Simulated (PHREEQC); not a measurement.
Consider water at 25 °C with 0.02 mol/kgw HNO3, 0.1 mol/kgw KNO3 and 0.016 mol/kgw CuSO4. Closed to the air; pH follows from the charge balance.

Equilibrium calculation in PHREEQC: ion-association model, wateq4f.dat.

Precipitation was switched off in this run.

Task: Estimate the pH.

Result: pH 1.89.

Task: In which forms is K present?

Result: K+ 98 %, KSO4- 1.6 % of the K.
